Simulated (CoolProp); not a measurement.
Values from CoolProp's reference Helmholtz-energy equation of state, Pan 2012.

For R236FA, give the phase and the density (kg/m³), speed of sound (m/s), viscosity (µPa s), conductivity (mW/(m K)) at 400 K and 2790 kPa; 400 K and 3190 kPa; 400 K and 3990 kPa.


- 400 K and 2790 kPa: gas; density 220, speed of sound 95.9, viscosity 18.5, conductivity 29.1
- 400 K and 3190 kPa: gas; density 340, speed of sound 78.6, viscosity 23.3, conductivity 39.2
- 400 K and 3990 kPa: supercritical; density 846, speed of sound 138, viscosity 70.3, conductivity 47.2

Viscosity comes from a separate model (Huber 2003), an estimate that may be off by 10 % or more. Thermal conductivity comes from a separate model (Huber 2003), an estimate that may be off by 10 % or more.
